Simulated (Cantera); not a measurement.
Feed: 1 mol c-C4F8, 0.075 mol H2, held at 3.70 mbar.

Method: chemical equilibrium by Gibbs-energy minimisation in Cantera with the NASA 1993 tables (ideal gas, pure condensed phases). Candidate condensed phases: C, C6H6, C7H8, C8H18; 95 gas species. The feed counts by its element totals alone. Gases not in the tables: C2F6 and larger saturated fluorocarbons. Rates play no part.

log p: log10 of the partial pressure in bar; n: condensed amount in mol.

```
T (K)  log p CF4  log p F  log p CF2  log p HF  log p CF3  log p CF  n C(graphite)
-----  ---------  -------  ---------  --------  ---------  --------  -------------
1348       -2.46    -7.56      -6.70     -3.58      -7.24    -12.01           2.04
1448       -2.46    -6.72      -5.95     -3.58      -6.64    -10.71           2.04
1548       -2.46    -5.98      -5.30     -3.58      -6.11     -9.58           2.04
1648       -2.47    -5.33      -4.73     -3.58      -5.65     -8.59           2.03
1748       -2.47    -4.76      -4.23     -3.59      -5.24     -7.71           2.02
1848       -2.49    -4.25      -3.79     -3.60      -4.89     -6.94           2.00
1948       -2.54    -3.80      -3.41     -3.62      -4.60     -6.25           1.94
2048       -2.64    -3.41      -3.11     -3.67      -4.38     -5.65           1.82
2148       -2.86    -3.09      -2.89     -3.76      -4.28     -5.13            [?]
2248       -3.28    -2.85      -2.80     -3.89      -4.35     -4.72            [?]
2348       -3.92    -2.70      -2.85     -3.98      -4.61     -4.40            [?]
```

**Question.** Fill in the missing entries.

**Answer.** 
- 2148, n C(graphite): 1.64
- 2248, n C(graphite): 1.50
- 2348, n C(graphite): 1.69
